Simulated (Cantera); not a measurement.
Charge: 1 mol Cr, 11 mol N₂, 2.3 mol N₂O, equilibrated at 1 atm.

Cantera equilibrium calculation (NASA polynomials, part measured and part estimated; ideal gas, pure solids and liquids). Candidate condensed phases: Cr, CrN, Cr₂N, Cr₂O₃; 14 gas species. Rates play no part. All values below are at 1898 K.

Base state: N₂ 0.970, O₂ 0.0280, NO 0.00231, O 4.88e-5 (mole fractions); condensed: Cr₂O₃(s).

**Question.** What changes in the equilibrium state with this change: N₂O from 2.3 to 0.55 mol?

**Answer.** 
```csv
species,before,after
N₂,0.970,1.000
Cr,<1e-9,0.000336
NO,0.00231,1.77e-8
O₂,0.0280,<1e-9
O,4.88e-5,<1e-9
"Cr₂O₃(s), mol",0.500,0.183
"Cr(s), mol",0,0.629
```
Mutual solubility and eutectic melting of coexisting phases are not modelled.

**Question.** What changes in the equilibrium state with this change: N₂O from 2.3 to 16 mol?

**Answer.** 
```csv
species,before,after
N₂,0.970,0.785
O₂,0.0280,0.209
NO,0.00231,0.00567
NO₂,1.76e-6,1.18e-5
O,4.88e-5,0.000133
"Cr₂O₃(s), mol",0.500,0.500
```
